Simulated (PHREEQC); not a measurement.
Solution (20 °C): 0.023 mol CuCl2, 0.69 mol H2SO4 and 0.00072 mol FeCl3 per kg of water. Closed to the air; pH follows from the charge balance.

Computed with PHREEQC (ion-association model, phreeqc.dat).

Task: The ionic strength comes out as 0.867 mol/kgw. What activity coefficients do FeSO4+, CuCl+, Fe(SO4)2-, HSO4-, H+ get?

Result: FeSO4+ 0.65, CuCl+ 0.61, Fe(SO4)2- 0.77, HSO4- 0.77, H+ 0.75.

This is a speciation only: nothing precipitates in the calculation. The ionic strength is past about 0.7 mol/kgw, beyond the range of this activity model, so the values are rough.
